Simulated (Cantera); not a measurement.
An isothermal, constant-pressure homogeneous reactor starts with CH₄ : H₂O = 0.12 : 1.3 (molar parts), at 1700 K and 750 Torr.

Computed with Cantera and GRI-Mech 3.0 (53 species, 325 reactions).

One state of this run: x CH₄ = 0.0184; x H₂O = 0.810; x CH₃ = 0.000157; x C₂H₄ = 0.000206; x CH₂ = 1.23e-7; x H₂ = 0.131. x: mole fraction; the columns are a selection and need not sum to one.

### Question
Which value of t (s) does it belong to?
A. 0.0346
B. 0.629
C. 0.0132
D. 0.000726

### Answer
A, 0.0346
